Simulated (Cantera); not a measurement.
Stirred combustor or abatement burner

A perfectly stirred reactor is fed with 3.78 % CO, 1.13 % H₂, 1.70 % CH₄, 9.94 % O₂, 80.5 % N₂, 2.95 % CO₂, equivalence ratio 0.59, at 6230 Torr; it is adiabatic with a 700 K inlet, and is followed from long to short residence time, starting on the burning branch (τ in s: 0.025, 0.0087, 0.003, 0.001, 0.00036, 0.00012, 4.3e-05, 1.5e-05, 5.1e-06).

Computed with Cantera and GRI-Mech 3.0 (53 species, 325 reactions).

```
τ (s)    T (K)     x CO      x H₂     x CH₄    x HCN    x O₂     x C₂H
-------  -----  -------  --------  --------  -------  ------  --------
0.025     1475  0.00102   4.20e-5   2.67e-5  2.41e-9  0.0424    <1e-12
0.0087    1462  0.00247  0.000103   6.34e-5  2.82e-9  0.0432  1.66e-12
0.0030    1411  0.00839  0.000378  0.000240  1.95e-9  0.0465  2.15e-12
0.0010     700   0.0378    0.0113    0.0170   <1e-12  0.0994    <1e-12
0.00036    700   0.0378    0.0113    0.0170   <1e-12  0.0994    <1e-12
0.00012    700   0.0378    0.0113    0.0170   <1e-12  0.0994    <1e-12
4.3e-5     700   0.0378    0.0113    0.0170   <1e-12  0.0994    <1e-12
1.5e-5     700   0.0378    0.0113    0.0170   <1e-12  0.0994    <1e-12
5.1e-6     700   0.0378    0.0113    0.0170   <1e-12  0.0994    <1e-12
```
x: mole fraction; the columns are a selection and need not sum to one.
